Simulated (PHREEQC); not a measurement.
Solution (25 °C): 4.7 mol/kgw NaBr and 0.73 mol/kgw NaCl. Closed to the air; pH follows from the charge balance.

All values are PHREEQC results (Pitzer model, pitzer.dat), not measurements.

Question: The ionic strength comes out as 5.43 mol/kgw. What activity coefficients do Br-, Cl-, Na+ get?

Answer: Br- 0.76, Cl- 0.60, Na+ 1.7. Single-ion values are on the MacInnes scale.

This is a speciation only: nothing precipitates in the calculation.
